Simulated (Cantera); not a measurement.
Diamond growth

A diamond (100) surface in a fixed gas of H2 with x(CH4) = 0.015, x(H) = 0.003, at 1323 K, 9.75 Torr; coverages are run to steady state.

Cantera simulation using the Harris–Goodwin 1993 mechanism for the reconstructed diamond (100) surface; the numbers are that mechanism's predictions, not measurements.

```json
[
 {"x(CH3)": "1e-06", "growth (µm/h)": "0.00151", "θ c6HH": "0.383", "θ c6H*": "0.0509", "θ c6*H": "0.524", "θ c6**": "0.0424", "θ c6HM": "3.59e-7"},
 {"x(CH3)": "2.5e-06", "growth (µm/h)": "0.00377", "θ c6HH": "0.383", "θ c6H*": "0.0509", "θ c6*H": "0.524", "θ c6**": "0.0424", "θ c6HM": "8.97e-7"},
 {"x(CH3)": "6.2e-06", "growth (µm/h)": "0.00935", "θ c6HH": "0.383", "θ c6H*": "0.0509", "θ c6*H": "0.524", "θ c6**": "0.0424", "θ c6HM": "2.22e-6"},
 {"x(CH3)": "1.5e-05", "growth (µm/h)": "0.0226", "θ c6HH": "0.383", "θ c6H*": "0.0509", "θ c6*H": "0.524", "θ c6**": "0.0424", "θ c6HM": "5.38e-6"},
 {"x(CH3)": "3.8e-05", "growth (µm/h)": "0.0572", "θ c6HH": "0.383", "θ c6H*": "0.0509", "θ c6*H": "0.524", "θ c6**": "0.0423", "θ c6HM": "1.36e-5"},
 {"x(CH3)": "9.6e-05", "growth (µm/h)": "0.144", "θ c6HH": "0.383", "θ c6H*": "0.0509", "θ c6*H": "0.524", "θ c6**": "0.0422", "θ c6HM": "3.44e-5"},
 {"x(CH3)": "0.00024", "growth (µm/h)": "0.358", "θ c6HH": "0.383", "θ c6H*": "0.0509", "θ c6*H": "0.523", "θ c6**": "0.0419", "θ c6HM": "8.57e-5"},
 {"x(CH3)": "0.00059", "growth (µm/h)": "0.864", "θ c6HH": "0.383", "θ c6H*": "0.0508", "θ c6*H": "0.523", "θ c6**": "0.0411", "θ c6HM": "0.000209"},
 {"x(CH3)": "0.0015", "growth (µm/h)": "2.10", "θ c6HH": "0.382", "θ c6H*": "0.0507", "θ c6*H": "0.521", "θ c6**": "0.0393", "θ c6HM": "0.000524"}
]
```
θ: site fractions in the mechanism's names (c6HH fully hydrogenated, c6H* and c6*H radical sites, c6** diradical, c6HM methylated).
